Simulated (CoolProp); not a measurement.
Properties of hexamethyldisiloxane (MM) along the isotherm 503.9 K (Tc = 518.7 K, pc = 19.31 bar, ω = 0.418).

Values from CoolProp's reference Helmholtz-energy equation of state, Thol 2016.

```json
[
 {"p (bar)": "0.805", "phase": "gas", "cp (kJ/(kg K))": "2.031", "cv (kJ/(kg K))": "1.975", "expansivity (1/kK)": "2.104", "fugacity coefficient": "0.9836"},
 {"p (bar)": "1.61", "phase": "gas", "cp (kJ/(kg K))": "2.038", "cv (kJ/(kg K))": "1.978", "expansivity (1/kK)": "2.235", "fugacity coefficient": "0.9672"},
 {"p (bar)": "2.41", "phase": "gas", "cp (kJ/(kg K))": "2.046", "cv (kJ/(kg K))": "1.980", "expansivity (1/kK)": "2.379", "fugacity coefficient": "0.9510"},
 {"p (bar)": "3.22", "phase": "gas", "cp (kJ/(kg K))": "2.056", "cv (kJ/(kg K))": "1.983", "expansivity (1/kK)": "2.541", "fugacity coefficient": "0.9346"},
 {"p (bar)": "4.02", "phase": "gas", "cp (kJ/(kg K))": "2.066", "cv (kJ/(kg K))": "1.986", "expansivity (1/kK)": "2.720", "fugacity coefficient": "0.9186"},
 {"p (bar)": "4.83", "phase": "gas", "cp (kJ/(kg K))": "2.078", "cv (kJ/(kg K))": "1.990", "expansivity (1/kK)": "2.924", "fugacity coefficient": "0.9024"},
 {"p (bar)": "5.63", "phase": "gas", "cp (kJ/(kg K))": "2.091", "cv (kJ/(kg K))": "1.993", "expansivity (1/kK)": "3.152", "fugacity coefficient": "0.8864"},
 {"p (bar)": "6.44", "phase": "gas", "cp (kJ/(kg K))": "2.106", "cv (kJ/(kg K))": "1.997", "expansivity (1/kK)": "3.417", "fugacity coefficient": "0.8703"},
 {"p (bar)": "7.24", "phase": "gas", "cp (kJ/(kg K))": "2.123", "cv (kJ/(kg K))": "2.001", "expansivity (1/kK)": "3.718", "fugacity coefficient": "0.8544"},
 {"p (bar)": "8.05", "phase": "gas", "cp (kJ/(kg K))": "2.143", "cv (kJ/(kg K))": "2.006", "expansivity (1/kK)": "4.074", "fugacity coefficient": "0.8384"},
 {"p (bar)": "8.85", "phase": "gas", "cp (kJ/(kg K))": "2.166", "cv (kJ/(kg K))": "2.011", "expansivity (1/kK)": "4.491", "fugacity coefficient": "0.8225"},
 {"p (bar)": "9.66", "phase": "gas", "cp (kJ/(kg K))": "2.195", "cv (kJ/(kg K))": "2.016", "expansivity (1/kK)": "5.000", "fugacity coefficient": "0.8065"}
]
```
